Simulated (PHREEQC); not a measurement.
A solution holds 0.013 mol HF, 0.046 mol KOH and 0.0047 mol LiCl per kg of water, at 20 °C. Closed to the air; pH follows from the charge balance.

Equilibrium calculation in PHREEQC: ion-association model, wateq4f.dat.

Precipitation was switched off in this run.

**Question.** Estimate the pH.

**Answer.** pH 12.60.

Species that the database lacks are ignored.
